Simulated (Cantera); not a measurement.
## Equilibrium for aluminium nitride and oxide growth: Al(CH3)3 + N2

Input: 1 mol Al(CH3)3, 83 mol N2, equilibrated at 0.00210 bar.

Method: chemical equilibrium by Gibbs-energy minimisation in Cantera with the NASA 1993 tables (ideal gas, pure condensed phases). Candidate condensed phases: Al, AlN, C, C6H6, C7H8, C8H18; 97 gas species. The feed counts by its element totals alone. Rates play no part.

```tsv
T (°C)	log p N2	log p H2	log p Al	log p H	log p HCN	log p HNC	log p AlH	log p C2H2 (acetylene)	n AlN(s)	n C(graphite)
1252	-2.70	-3.97	-8.49	-6.61	-6.23	-7.97	-10.44	-8.88	1.000	2.98
1302	-2.70	-3.97	-7.80	-6.36	-6.09	-7.76	-9.83	-8.64	0.999	2.97
1352	-2.70	-3.97	-7.15	-6.14	-5.96	-7.57	-9.25	-8.42	0.997	2.95
1402	-2.70	-3.97	-6.54	-5.92	-5.83	-7.38	-8.71	-8.21	0.988	2.94
1452	-2.70	-3.97	-5.97	-5.72	-5.71	-7.21	-8.21	-8.01	0.955	2.92
1502	-2.70	-3.98	-5.43	-5.53	-5.61	-7.05	-7.73	-7.82	0.845	2.89
1552	-2.70	-3.98	-4.92	-5.35	-5.50	-6.90	-7.28	-7.65	0.493	2.86
1602	-2.71	-3.99	-4.63	-5.18	-5.41	-6.76	-7.05	-7.49	0	2.83
1652	-2.71	-4.00	-4.63	-5.02	-5.32	-6.63	-7.11	-7.34	0	2.78
1702	-2.71	-4.02	-4.63	-4.87	-5.24	-6.50	-7.16	-7.20	0	2.73
1752	-2.71	-4.03	-4.63	-4.73	-5.16	-6.38	-7.22	-7.07	0	2.68
```
log p: log10 of the partial pressure in bar; n: condensed amount in mol.

From 1252 °C to 1552 °C the condensed part is AlN(s) + C(graphite). From 1602 °C to 1752 °C the condensed part is C(graphite). The main Al-bearing gas is Al throughout.
